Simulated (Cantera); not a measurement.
An adiabatic, constant-pressure homogeneous reactor starts with 24.4 % CO, 8.30 % H₂, 2.10 % CH₄, 13.7 % O₂, 51.5 % N₂, equivalence ratio 1.5, at 1148 K and 15800 Torr.

Detailed kinetics in Cantera: GRI-Mech 3.0 (53 species, 325 reactions). The pressure lies above the range GRI-Mech 3.0 was tuned for (to about 10 atm).

Predict: time of steepest temperature rise; temperature at 4.00 s; equilibrium temperature; x(CO) at 4.00 s; x(H₂) at 4.00 s; x(CO₂) at 4.00 s; x(O₂) at 4.00 s.


```
Item                                                                Result
---------------------------------  ---------------------------------------
time of steepest temperature rise                                 0.142 ms
temperature at 4.00 s                                               2850 K
equilibrium temperature                                             2850 K
x(CO) at 4.00 s                        0.143 (gas-phase equilibrium 0.143)
x(H₂) at 4.00 s                      0.0160 (gas-phase equilibrium 0.0160)
x(CO₂) at 4.00 s                       0.147 (gas-phase equilibrium 0.147)
x(O₂) at 4.00 s                    0.00178 (gas-phase equilibrium 0.00178)
```
